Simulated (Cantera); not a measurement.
Input: 1 mol SiC, 0.07 mol O2, 23 mol H2, at 1748.15 K.

These are equilibrium values from Cantera (NASA tables, ideal gas, pure condensed phases), not measurements of a reactor. Candidate condensed phases: C, C6H6, C7H8, C8H18, H2O, Si, SiC, SiO2; 123 gas species. Mutual solubility and eutectic melting of coexisting phases are not modelled. The tables hold silica as quartz up to 1696 K and as liquid above; real silica turns to tridymite and cristobalite and melts near 1996 K. The numbers say what is thermodynamically allowed, not how fast it happens.

log p: log10 of the partial pressure in bar; n: condensed amount in mol.

```json
[
 {"P (Pa)": "0.100", "log p H2": "-6.12", "log p H": "-6.70", "log p Si": "-7.56", "log p CO": "-8.28", "log p SiO": "-10.60", "n C(graphite)": "0.586", "n SiC(s)": "0.248", "n SiO2(condensed)": "0"},
 {"P (Pa)": "1.50", "log p H2": "-4.85", "log p H": "-6.07", "log p Si": "-7.10", "log p CO": "-7.07", "log p SiO": "-8.47", "n C(graphite)": "0", "n SiC(s)": "0.864", "n SiO2(condensed)": "0"},
 {"P (Pa)": "22", "log p H2": "[?]", "log p H": "[?]", "log p Si": "[?]", "log p CO": "[?]", "log p SiO": "[?]", "n C(graphite)": "0", "n SiC(s)": "0.913", "n SiO2(condensed)": "0"},
 {"P (Pa)": "320", "log p H2": "-2.50", "log p H": "-4.89", "log p Si": "-6.41", "log p CO": "-5.01", "log p SiO": "-5.02", "n C(graphite)": "0", "n SiC(s)": "0.928", "n SiO2(condensed)": "0"},
 {"P (Pa)": "4600", "log p H2": "-1.34", "log p H": "-4.31", "log p Si": "-6.40", "log p CO": "-3.86", "log p SiO": "-3.86", "n C(graphite)": "0", "n SiC(s)": "0.930", "n SiO2(condensed)": "0"},
 {"P (Pa)": "68000", "log p H2": "[?]", "log p H": "[?]", "log p Si": "-6.40", "log p CO": "[?]", "log p SiO": "[?]", "n C(graphite)": "0", "n SiC(s)": "0.930", "n SiO2(condensed)": "0"},
 {"P (Pa)": "1000000", "log p H2": "1.00", "log p H": "-3.14", "log p Si": "-6.52", "log p CO": "-1.74", "log p SiO": "-1.98", "n C(graphite)": "0", "n SiC(s)": "0.939", "n SiO2(condensed)": "0.0364"}
]
```

Task: Some entries are withheld; supply them.

Result: 
- 22, log p H2: -3.67
- 22, log p H: -5.47
- 22, log p Si: -6.51
- 22, log p CO: -6.09
- 22, log p SiO: -6.30
- 68000, log p H2: -0.17
- 68000, log p H: -3.73
- 68000, log p CO: -2.69
- 68000, log p SiO: -2.68
